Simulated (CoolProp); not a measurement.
Ethanol along the isobar 0.858 MPa: density (kg/m³) from the reference equation and from simpler models built on Tc = 514.7 K, pc = 6.268 MPa, ω = 0.644; each cubic takes its own stable root.

Values from CoolProp's reference Helmholtz-energy equation of state, Schroeder 2014.

```csv
T (K),phase,reference
213,liquid,858.4
249.2,liquid,827.2
285.5,liquid,796.6
321.8,liquid,765.2
358.1,liquid,730.9
394.4,liquid,690.0
430.7,gas,12.38
466.9,gas,10.95
503.2,gas,9.917
539.5,gas,9.115
```

Problem. How far does each simpler model (van der Waals, Redlich-Kwong, Soave-Redlich-Kwong) lie from the reference over these 10 states: mean and median of the absolute difference, and the worst?

Solution. 
- van der Waals: mean 38.8 %, median 46.0 %, worst -98.1 % at 394.4 K and 0.858 MPa
- Redlich-Kwong: mean 20.7 %, median 19.7 %, worst -98.0 % at 394.4 K and 0.858 MPa
- Soave-Redlich-Kwong: mean 9.6 %, median 15.0 %, worst -16.8 % at 394.4 K and 0.858 MPa

At some of these states van der Waals, Redlich-Kwong gives the other phase, because its saturation line lies elsewhere.
